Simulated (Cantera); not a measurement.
## Formation from one mole of O₂

Source: NASA polynomial tables (part measured, part estimated), evaluated in Cantera. Values are per mole of reaction as written; species without (g) are pure solids or liquids, kept so even where they would boil at 1 bar.

1.333 B + O₂(g) = 0.6667 B₂O₃(g)

| T (K) | ΔH° (kJ) | ΔS° (J/K) | ΔG° (kJ) | log10 K |
|---|---|---|---|---|
| 300 | -557.3 | -23.7 | -550.2 | 95.80 |
| 1023 | -559.5 | -26.9 | -532.0 | 27.16 |
| 1098 | -559.8 | -27.2 | -530.0 | 25.21 |
| 1173 | -560.2 | -27.5 | -527.9 | 23.51 |
| 1248 | -560.5 | -27.8 | -525.9 | 22.01 |
| 1323 | -560.9 | -28.1 | -523.8 | 20.68 |
| 1398 | -561.3 | -28.4 | -521.7 | 19.49 |
| 1473 | -561.7 | -28.6 | -519.5 | 18.42 |
| 1548 | -562.1 | -28.9 | -517.4 | 17.46 |
| 1623 | -562.6 | -29.2 | -515.2 | 16.58 |
| 1698 | -563.0 | -29.5 | -513.0 | 15.78 |

2 H₂(g) + O₂(g) = 2 H₂O(g)

| T (K) | ΔH° (kJ) | ΔS° (J/K) | ΔG° (kJ) | log10 K |
|---|---|---|---|---|
| 300 | -483.7 | -89.0 | -457.0 | 79.57 |
| 1023 | -496.0 | -110.9 | -382.6 | 19.53 |
| 1098 | -496.9 | -111.7 | -374.2 | 17.80 |
| 1173 | -497.7 | -112.4 | -365.8 | 16.29 |
| 1248 | -498.4 | -113.0 | -357.4 | 14.96 |
| 1323 | -499.1 | -113.5 | -348.9 | 13.77 |
| 1398 | -499.7 | -114.0 | -340.4 | 12.72 |
| 1473 | -500.2 | -114.3 | -331.8 | 11.77 |
| 1548 | -500.7 | -114.7 | -323.2 | 10.91 |
| 1623 | -501.1 | -114.9 | -314.6 | 10.12 |
| 1698 | -501.5 | -115.2 | -306.0 | 9.41 |

Ta + O₂(g) = TaO₂(g)

```
T (K)  ΔH° (kJ)  ΔS° (J/K)  ΔG° (kJ)  log10 K
-----  --------  ---------  --------  -------
300      -200.9       33.6    -210.9    36.73
1023     -206.1       24.3    -231.0    11.79
1098     -206.6       23.8    -232.8    11.07
1173     -207.2       23.3    -234.6    10.45
1248     -207.8       22.9    -236.3     9.89
1323     -208.4       22.4    -238.0     9.40
1398     -209.0       21.9    -239.7     8.95
1473     -209.6       21.5    -241.3     8.56
1548     -210.3       21.0    -242.9     8.20
1623     -211.0       20.6    -244.4     7.87
1698     -211.7       20.2    -246.0     7.57
```

Nb + O₂(g) = NbO₂

```json
[
 {"T (K)": "300", "ΔH° (kJ)": "-794.9", "ΔS° (J/K)": "-187.1", "ΔG° (kJ)": "-738.8", "log10 K": "128.64"},
 {"T (K)": "1023", "ΔH° (kJ)": "-784.1", "ΔS° (J/K)": "-171.1", "ΔG° (kJ)": "-609.1", "log10 K": "31.10"},
 {"T (K)": "1098", "ΔH° (kJ)": "-778.7", "ΔS° (J/K)": "-166.1", "ΔG° (kJ)": "-596.3", "log10 K": "28.37"},
 {"T (K)": "1173", "ΔH° (kJ)": "-776.5", "ΔS° (J/K)": "-164.2", "ΔG° (kJ)": "-583.9", "log10 K": "26.00"},
 {"T (K)": "1248", "ΔH° (kJ)": "-774.8", "ΔS° (J/K)": "-162.8", "ΔG° (kJ)": "-571.7", "log10 K": "23.93"},
 {"T (K)": "1323", "ΔH° (kJ)": "-773.5", "ΔS° (J/K)": "-161.7", "ΔG° (kJ)": "-559.5", "log10 K": "22.09"},
 {"T (K)": "1398", "ΔH° (kJ)": "-772.1", "ΔS° (J/K)": "-160.7", "ΔG° (kJ)": "-547.4", "log10 K": "20.45"},
 {"T (K)": "1473", "ΔH° (kJ)": "-770.9", "ΔS° (J/K)": "-159.9", "ΔG° (kJ)": "-535.4", "log10 K": "18.99"},
 {"T (K)": "1548", "ΔH° (kJ)": "-769.7", "ΔS° (J/K)": "-159.0", "ΔG° (kJ)": "-523.4", "log10 K": "17.66"},
 {"T (K)": "1623", "ΔH° (kJ)": "-768.5", "ΔS° (J/K)": "-158.3", "ΔG° (kJ)": "-511.5", "log10 K": "16.46"},
 {"T (K)": "1698", "ΔH° (kJ)": "-767.4", "ΔS° (J/K)": "-157.6", "ΔG° (kJ)": "-499.7", "log10 K": "15.37"}
]
```
